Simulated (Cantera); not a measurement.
A Cantera script and its output.

```python
import numpy as np
import cantera as ct

gas = ct.Solution("gri30.yaml")
gas.TPX = 1325, 2700000, {'C3H8': 1, 'O2': 12.8, 'N2': 48.2, 'H2O': 8.3}
reactor = ct.IdealGasConstPressureReactor(gas, energy="on", clone=False)
net = ct.ReactorNet([reactor])
net.rtol, net.atol = 1e-08, 1e-16
show = ['C3H8', 'O2', 'H2O', 'CH2O', 'H']
times = np.geomspace(4e-06, 0.4, 11)

steps = ct.SolutionArray(gas, extra=["t"])
rows = []
print(f"{'t/s':>10s}{'T/K':>9s}{'P/Pa':>11s}" + "".join(f"{s:>11s}" for s in show))
for t in times:
    while net.time < t:
        t_next = net.step()
        steps.append(gas.state, t=t_next)
    rows.append([np.interp(t, steps.t, y) for y in (steps.T, steps.P, *steps(*show).X.T)])
    print(f"{t:10.3e}{rows[-1][0]:9.1f}{rows[-1][1]:11.4g}" + "".join(f"{x:11.3e}" for x in rows[-1][2:]))
rate = np.gradient(steps.T, steps.t)
print("integrator steps:", len(steps.t))
if steps.T.max() > steps.T[0] + 200:
    print(f"time of steepest temperature rise: {steps.t[rate.argmax()]:.4e} s")
gas.TPX = 1325, 2700000, {'C3H8': 1, 'O2': 12.8, 'N2': 48.2, 'H2O': 8.3}
gas.equilibrate("HP")
print(f"equilibrium (HP): T = {gas.T:.1f} K  " + "  ".join(f"{s} {gas[s].X[0]:.3e}" for s in show))
```

Result:

```
       t/s      T/K       P/Pa       C3H8         O2        H2O       CH2O          H
 4.000e-06   1324.9    2.7e+06  1.420e-02  1.821e-01  1.181e-01  3.380e-06  1.293e-08
 1.265e-05   1324.9    2.7e+06  1.405e-02  1.820e-01  1.181e-01  5.542e-05  4.799e-08
 4.000e-05   1326.6    2.7e+06  1.317e-02  1.813e-01  1.186e-01  3.880e-04  1.056e-07
 1.265e-04   2022.6    2.7e+06  9.515e-29  1.109e-01  1.708e-01  2.434e-11  2.230e-05
 4.000e-04   2059.3    2.7e+06  1.009e-39  1.090e-01  1.717e-01  3.267e-14  3.131e-06
 1.265e-03   2059.3    2.7e+06  2.408e-44  1.090e-01  1.717e-01  2.620e-14  3.130e-06
 4.000e-03   2059.2    2.7e+06  7.812e-48  1.090e-01  1.717e-01  2.583e-14  3.126e-06
 1.265e-02   2058.8    2.7e+06 -4.149e-48  1.089e-01  1.717e-01  2.570e-14  3.115e-06
 4.000e-02   2057.6    2.7e+06 -2.106e-50  1.086e-01  1.717e-01  2.532e-14  3.080e-06
 1.265e-01   2054.4    2.7e+06  1.407e-53  1.079e-01  1.717e-01  2.429e-14  2.987e-06
 4.000e-01   2048.9    2.7e+06  3.344e-59  1.067e-01  1.718e-01  2.264e-14  2.836e-06
integrator steps: 1741
time of steepest temperature rise: 1.1237e-04 s
equilibrium (HP): T = 2046.7 K  C3H8 5.233e-59  O2 1.062e-01  H2O 1.718e-01  CH2O 2.199e-14  H 2.776e-06
```

Detailed kinetics in Cantera: GRI-Mech 3.0 (53 species, 325 reactions). GRI-Mech 3.0 was tuned for natural gas; its chemistry of propane as a main component is partial and can be far from experiment. The pressure lies above the range GRI-Mech 3.0 was tuned for (to about 10 atm).
